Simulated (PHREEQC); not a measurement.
Consider water at 25 °C with 0.0013 mol/kgw NH4HF2. Closed to the air; pH follows from the charge balance.

Equilibrium calculation in PHREEQC: ion-association model, phreeqc.dat.

Each row changes one thing in this solution. Precipitation was switched off in this run.

```
case                                     pH  ionic strength (mol/kgw)  F- (mol/kgw)  HF (mol/kgw)  HF2- (mol/kgw)  NH3 (mol/kgw)
-------------------------------------  ----  ------------------------  ------------  ------------  --------------  -------------
as made                                3.43                   0.00169       0.00169      0.000903         5.84e-6        1.89e-9
diluted 2-fold with water              3.56                  0.000932      0.000930      0.000367         1.31e-6        1.31e-9
NH4HF2 from 0.0013 to 0.0065 mol/kgw   3.23                   0.00715       0.00699       0.00570        0.000153        5.65e-9
NH4HF2 from 0.0013 to 0.00117 mol/kgw  3.44                   0.00154       0.00154      0.000792         4.68e-6        1.78e-9
0.00014 mol/kgw Na2CO3 added           3.56                   0.00187       0.00186      0.000728         5.20e-6        2.57e-9
NH4HF2 from 0.0013 to 0.013 mol/kgw    3.17                    0.0137        0.0132        0.0117        0.000589        9.72e-9
diluted 5-fold with water              3.80                  0.000422      0.000422       9.78e-5         1.58e-7       9.14e-10
1.8e-05 mol/kgw NaHCO3 added           3.44                   0.00170       0.00170      0.000892         5.81e-6        1.92e-9
```
